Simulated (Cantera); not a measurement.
# Adiabatic ignition

An adiabatic, constant-volume homogeneous reactor starts with 17.0 % CO, 13.8 % H2, 0.952 % CH4, 10.2 % O2, 58.0 % N2, 0.134 % H2O, equivalence ratio 1.7, at 1373 K and 14.0 bar.

Cantera simulation using GRI-Mech 3.0 (53 species, 325 reactions); the numbers are that mechanism's predictions, not measurements. The pressure lies above the range GRI-Mech 3.0 was tuned for (to about 10 atm).

```
t (s)     T (K)  P (bar)   x CO    x H2     x CH4    x HCO    x HO2
--------  -----  -------  -----  ------  --------  -------  -------
6.00e-6    2747     26.3  0.130  0.0350  7.14e-12  3.65e-6  1.22e-5
1.49e-5    2961     27.9  0.125  0.0328  1.68e-11  1.34e-6  1.78e-6
3.69e-5    2957     27.9  0.125  0.0330  1.74e-11  1.34e-6  1.70e-6
9.14e-5    2951     27.8  0.126  0.0333  1.82e-11  1.33e-6  1.61e-6
0.000226   2948     27.8  0.126  0.0334  1.87e-11  1.32e-6  1.56e-6
0.000561   2948     27.8  0.126  0.0334  1.87e-11  1.32e-6  1.56e-6
0.00139    2948     27.8  0.126  0.0334  1.87e-11  1.32e-6  1.56e-6
0.00345    2948     27.8  0.126  0.0334  1.87e-11  1.32e-6  1.56e-6
0.00855    2948     27.8  0.126  0.0334  1.87e-11  1.32e-6  1.56e-6
0.0212     2948     27.8  0.126  0.0334  1.87e-11  1.32e-6  1.56e-6
0.0525     2948     27.8  0.126  0.0334  1.87e-11  1.32e-6  1.56e-6
0.130      2948     27.8  0.126  0.0334  1.87e-11  1.32e-6  1.56e-6
0.323      2948     27.8  0.126  0.0334  1.87e-11  1.32e-6  1.56e-6
0.800      2948     27.8  0.126  0.0334  1.87e-11  1.32e-6  1.56e-6
```
x: mole fraction; the columns are a selection and need not sum to one.

```yaml
time_of_steepest_temperature_rise: 5.15 µs
temperature at 0.800 s: 2948 K
equilibrium_temperature: 2948 K
x(CO) at 0.800 s: 0.126 (gas-phase equilibrium 0.126)
x(H2) at 0.800 s: 0.0334 (gas-phase equilibrium 0.0334)
x(CH4) at 0.800 s: 1.87e-11 (gas-phase equilibrium 2.14e-11)
```
